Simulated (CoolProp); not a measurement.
Vapour-liquid equilibrium of propane (1) + n-butane (2) at 284.7 K; x and y are mole fractions of (1).

Model: multi-fluid Helmholtz-energy mixture model, Lemmon 2009 and Bücker 2006; pair parameters Kunz 2012, in CoolProp.

| x | bubble pressure, mixture model (MPa) | bubble pressure, Raoult's law (MPa) | y, mixture model | y, Raoult's law |
|---|---|---|---|---|
| 0.05 | 0.1798 | 0.1821 | 0.165 | 0.183 |
| 0.15 | 0.2269 | 0.2329 | 0.397 | 0.428 |
| 0.25 | 0.2751 | 0.2837 | 0.554 | 0.586 |
| 0.35 | 0.3242 | 0.3346 | 0.666 | 0.696 |
| 0.45 | 0.3742 | 0.3854 | 0.750 | 0.776 |
| 0.55 | 0.4249 | 0.4362 | 0.816 | 0.838 |
| 0.65 | 0.4764 | 0.4871 | 0.870 | 0.887 |
| 0.75 | 0.5289 | 0.5379 | 0.914 | 0.927 |
| 0.85 | 0.5823 | 0.5887 | 0.952 | 0.960 |
| 0.95 | 0.6371 | 0.6396 | 0.985 | 0.988 |

The largest gap from Raoult's law is -3.1 % in bubble pressure, at x = 0.35. No azeotrope shows between x = 0.05 and 0.95.

The pair parameters rest on a limited set of measurements; away from them the model extrapolates.
